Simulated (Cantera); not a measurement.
Cantera run:

```python
import numpy as np
import cantera as ct

gas_names = """
    H H2 N NH NH2 NH3 N2 N2H2 N2H4 Si SiH SiH2 SiH3 SiH4 SiN Si2 Si2N Si3
""".split()
cond_names = """
    Si(cr) Si(L) Si3N4(a)
""".split()


# ... load() reads the species with a 1 bar reference pressure and builds the phases ...
atoms = {
    'trisilylamine': {'Si': 3, 'N': 1, 'H': 9},
    'NH3': {'N': 1, 'H': 3},
}
top_T = {'Si3N4(a)': 2400}  # K; cautious upper limits of use, not melting points


# ... equilibrate(T, P, feed) seeds the gas with the atoms and calls Mixture.equilibrate('TP', solver="vcs", rtol=1e-11, max_steps=5000) ...
results = []
T = 973  # K
P = 170  # Pa
for m in [1.9, 2.3, 2.7, 3.3, 3.9, 4.7, 5.6, 6.7, 8.1, 9.7, 12]:
    feed = {'trisilylamine': 1, 'NH3': m}  # mol
    mix = equilibrate(T, P, feed)
    results.append((T, P, feed, dict(zip(mix.species_names, mix.species_moles))))
    x = sorted(zip(gas.X, gas.species_names), reverse=True)
    print(f"T = {T:g} K  P = {P:g} Pa  n(NH3) = {m:g} mol  gas = {mix.phase_moles(0):.4g} mol")
    print("   x: " + "  ".join(f"{s} {v:.3e}" for v, s in x if v > 0.0001))
    print("   condensed (mol): " + ("  ".join(f"{mix.phase(i).name} {mix.phase_moles(i):.4g}"
          for i in range(1, mix.n_phases) if mix.phase_moles(i) > 1e-12) or "none"))
```

Result:

```
T = 973 K  P = 170 Pa  n(NH3) = 1.9 mol  gas = 7.35 mol
   x: H2 1.000e+00
   condensed (mol): Si(cr) 0.825  Si3N4(a) 0.725
T = 973 K  P = 170 Pa  n(NH3) = 2.3 mol  gas = 7.95 mol
   x: H2 1.000e+00
   condensed (mol): Si(cr) 0.525  Si3N4(a) 0.825
T = 973 K  P = 170 Pa  n(NH3) = 2.7 mol  gas = 8.55 mol
   x: H2 1.000e+00
   condensed (mol): Si(cr) 0.225  Si3N4(a) 0.925
T = 973 K  P = 170 Pa  n(NH3) = 3.3 mol  gas = 9.6 mol
   x: H2 9.844e-01  N2 1.562e-02
   condensed (mol): Si3N4(a) 1
T = 973 K  P = 170 Pa  n(NH3) = 3.9 mol  gas = 10.8 mol
   x: H2 9.583e-01  N2 4.167e-02
   condensed (mol): Si3N4(a) 1
T = 973 K  P = 170 Pa  n(NH3) = 4.7 mol  gas = 12.4 mol
   x: H2 9.315e-01  N2 6.855e-02
   condensed (mol): Si3N4(a) 1
T = 973 K  P = 170 Pa  n(NH3) = 5.6 mol  gas = 14.2 mol
   x: H2 9.085e-01  N2 9.155e-02
   condensed (mol): Si3N4(a) 1
T = 973 K  P = 170 Pa  n(NH3) = 6.7 mol  gas = 16.4 mol
   x: H2 8.872e-01  N2 1.128e-01
   condensed (mol): Si3N4(a) 1
T = 973 K  P = 170 Pa  n(NH3) = 8.1 mol  gas = 19.2 mol
   x: H2 8.672e-01  N2 1.328e-01
   condensed (mol): Si3N4(a) 1
T = 973 K  P = 170 Pa  n(NH3) = 9.7 mol  gas = 22.4 mol
   x: H2 8.504e-01  N2 1.496e-01
   condensed (mol): Si3N4(a) 1
T = 973 K  P = 170 Pa  n(NH3) = 12 mol  gas = 27 mol
   x: H2 8.333e-01  N2 1.667e-01
   condensed (mol): Si3N4(a) 1
```

These are equilibrium values from Cantera (NASA tables, ideal gas, pure condensed phases), not measurements of a reactor. The feed counts by its element totals alone.
